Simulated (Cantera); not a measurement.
Equilibrium for carbon deposition, reforming and gasification: CH₃OH + H₂

Feed: 1 mol CH₃OH, 1.8 mol H₂, at 7.30 mbar.

These are equilibrium values from Cantera (NASA tables, ideal gas, pure condensed phases), not measurements of a reactor. Candidate condensed phases: C, C₆H₆, C₇H₈, C₈H₁₈, H₂O; 110 gas species. Kinetics and transport are ignored.

From 325 °C to 725 °C the condensed part is C(graphite). From 925 °C to 2325 °C nothing is condensed. The main C-bearing gas is CH₄ at 325 °C and CO at 2325 °C.

```csv
T (°C),log p H₂,log p H,log p H₂O,log p CO,log p CH₄,log p CO₂,log p C₂H₂ (acetylene),n C(graphite)
325,-2.42,<-14,-2.77,-4.70,-2.83,-3.59,<-14,0.217
525,-2.24,-12.69,-3.78,-2.94,-4.33,-3.86,<-14,0.161
725,-2.24,-9.79,-5.45,-2.82,-5.49,-5.87,-11.20,0.00110
925,-2.24,-7.84,-6.49,-2.82,-6.41,-7.20,-9.53,0
1125,-2.24,-6.44,-7.16,-2.82,-7.15,-8.08,-8.48,0
1325,-2.24,-5.39,-7.51,-2.82,-7.86,-8.57,-8.01,0
1525,-2.24,-4.57,-7.63,-2.82,-8.56,-8.79,-7.95,0
1725,-2.25,-3.92,-7.69,-2.82,-9.17,-8.92,-7.98,0
1925,-2.27,-3.39,-7.75,-2.83,-9.70,-9.04,-8.04,0
2125,-2.32,-2.96,-7.84,-2.85,-10.22,-9.14,-8.14,0
2325,-2.43,-2.64,-7.95,-2.89,-10.84,-9.22,-8.40,0
```
log p: log10 of the partial pressure in bar; n: condensed amount in mol.
